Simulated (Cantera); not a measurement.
A closed system holds: 1 mol Ta2O5, 2.2 mol CH4, 16 mol H2, equilibrated at 0.150 bar.

Method: chemical equilibrium by Gibbs-energy minimisation in Cantera with the NASA 1993 tables (ideal gas, pure condensed phases). Candidate condensed phases: C, C6H6, C7H8, C8H18, H2O, Ta, TaC, Ta2O5; 113 gas species. Mutual solubility and eutectic melting of coexisting phases are not modelled. TaC: taken at fixed stoichiometry. Condensed phases not in the tables: Ta2C. The numbers say what is thermodynamically allowed, not how fast it happens.

x: gas mole fraction; n: condensed amount in mol.

```csv
T (K),x H2,x CO,x CH4,x H2O,x CO2,n C(graphite),n TaC(s),n Ta2O5(s)
923,0.967,0.000268,0.0326,6.00e-5,3.40e-8,1.55,0.00259,0.999
973,0.980,(withheld),(withheld),(withheld),(withheld),1.79,(withheld),0.994
1023,0.983,(withheld),(withheld),(withheld),(withheld),1.82,(withheld),0.977
1073,0.973,0.0198,0.00653,0.000375,8.27e-6,1.49,0.167,0.917
1123,0.932,0.0638,0.00382,0.000589,3.69e-5,0.170,0.560,0.720
1173,0.927,0.0705,0.00126,0.000696,4.16e-5,0,0.625,0.687
1223,0.928,0.0710,0.000430,0.000794,4.16e-5,0,0.631,0.684
1273,0.928,0.0711,0.000160,0.000894,4.14e-5,0,0.633,0.683
```

What belongs in the gaps?


- 973, x CO: 0.00131
- 973, x CH4: 0.0185
- 973, x H2O: 0.000120
- 973, x CO2: 2.57e-7
- 973, n TaC(s): 0.0115
- 1023, x CO: 0.00545
- 1023, x CH4: 0.0109
- 1023, x H2O: 0.000220
- 1023, x CO2: 1.59e-6
- 1023, n TaC(s): 0.0460
